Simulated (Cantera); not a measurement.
Charge: 1 mol HgO, 0.22 mol O2, 16 mol H2, equilibrated at 940000 Pa.

Equilibrium computed with Cantera from the NASA thermochemical tables; the gas is ideal and each condensed phase is pure. Candidate condensed phases: H2O, Hg, HgO; 10 gas species. The numbers say what is thermodynamically allowed, not how fast it happens.

log p: log10 of the partial pressure in bar; n: condensed amount in mol.

| T (K) | log p H2 | log p H2O | log p Hg | log p H | n Hg(l) |
|---|---|---|---|---|---|
| 475 | 0.93 | -0.07 | -1.62 | <-11 | 0.959 |
| 550 | 0.92 | -0.08 | -0.72 | <-11 | 0.666 |
| 625 | 0.91 | -0.10 | -0.26 | <-11 | 0 |
| 700 | 0.91 | -0.10 | -0.26 | <-11 | 0 |
| 775 | 0.91 | -0.10 | -0.26 | <-11 | 0 |
| 850 | 0.91 | -0.10 | -0.26 | [?] | 0 |
| 925 | 0.91 | -0.10 | -0.26 | [?] | 0 |
| 1000 | 0.91 | -0.10 | -0.26 | [?] | 0 |
| 1075 | 0.91 | -0.10 | -0.26 | [?] | 0 |
| 1150 | 0.91 | -0.10 | -0.26 | [?] | 0 |
| 1225 | 0.91 | -0.10 | -0.26 | [?] | 0 |
| 1300 | 0.91 | -0.10 | -0.26 | [?] | 0 |

Question: Fill in the missing entries.

Answer: 
- 850, log p H: -10.24
- 925, log p H: -9.13
- 1000, log p H: -8.19
- 1075, log p H: -7.38
- 1150, log p H: -6.67
- 1225, log p H: -6.05
- 1300, log p H: -5.50
